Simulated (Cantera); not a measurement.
An isothermal, constant-pressure homogeneous reactor starts with CO : O2 : H2O : N2 = 0.0078 : 0.0068 : 0.019 : 1 (molar parts), at 1225 K and 7500 Torr.

Model: GRI-Mech 3.0 (53 species, 325 reactions), integrated in Cantera.

x: mole fraction; the columns are a selection and need not sum to one.

```
t (s)         x CO     x O2   x H2O       x H      x NO     x N2O     x NO2
--------  --------  -------  ------  --------  --------  --------  --------
3.00e-5    0.00755  0.00658  0.0184  1.39e-10    <1e-12    <1e-12    <1e-12
6.68e-5    0.00755  0.00658  0.0184  3.91e-10    <1e-12  1.93e-12    <1e-12
0.000149   0.00755  0.00658  0.0184   1.27e-9    <1e-12  9.61e-12    <1e-12
0.000332   0.00755  0.00658  0.0184   8.77e-9    <1e-12  8.11e-11    <1e-12
0.000739   0.00752  0.00656  0.0184   3.30e-7  2.06e-12         …    <1e-12
0.00165    0.00705  0.00634  0.0183   1.03e-6  2.18e-10         …  3.68e-11
0.00367    0.00598  0.00583  0.0183   9.94e-7   1.05e-9         …  1.90e-10
0.00818    0.00424  0.00496  0.0183   7.70e-7   3.34e-9         …  6.58e-10
0.0182     0.00226  0.00396  0.0184   4.18e-7   7.63e-9         …   1.88e-9
0.0406    0.000841  0.00324  0.0184   1.39e-7   1.16e-8   8.32e-7   4.38e-9
0.0904    0.000216  0.00293  0.0184   2.92e-8   1.25e-8   8.26e-7   7.56e-9
0.201      3.11e-5  0.00283  0.0185   3.78e-9   1.39e-8         …   7.66e-9
0.449      9.15e-7  0.00282  0.0185  1.20e-10   2.08e-8         …   1.12e-9
1.00       2.46e-9  0.00282  0.0185  6.17e-12   2.18e-8         …  1.24e-10
```

### Question
Fill in the missing entries.

### Answer

- 0.000739, x N2O: 3.51e-9
- 0.00165, x N2O: 6.30e-8
- 0.00367, x N2O: 1.97e-7
- 0.00818, x N2O: 4.16e-7
- 0.0182, x N2O: 6.67e-7
- 0.201, x N2O: 6.26e-7
- 0.449, x N2O: 2.97e-7
- 1.00, x N2O: 5.99e-8
